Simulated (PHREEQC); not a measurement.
A column of 0.5 m (40 cells, dispersivity 0.018 m, 3600 s a shift, diffusion coefficient 3e-10 m²/s) holds 0.0038 eq of the database's cation exchanger X per kg of pore water, first in equilibrium with 5.2 mmol/kgw MgCl2 and 0.01 mmol/kgw HCl. It is flushed with 0.0005 mol BaCl2, 0.0013 mol PbCl2 and 1e-05 mol HCl per kg of water, at 25 °C. Values are for the last cell. No CO2 enters from the air. Precipitation was switched off in this run.

All values are PHREEQC results (ion-association model, phreeqc.dat), not measurements.

**Question.** Predict Pb in solution (mol/kgw) at pore volumes = 2.112, 2.562, 3.163.

**Answer.** 
| pore volumes | Pb in solution (mol/kgw) |
|---|---|
| 2.112 | 0.000717 |
| 2.562 | 0.00116 |
| 3.163 | 0.00128 |

Species that the database lacks are ignored.
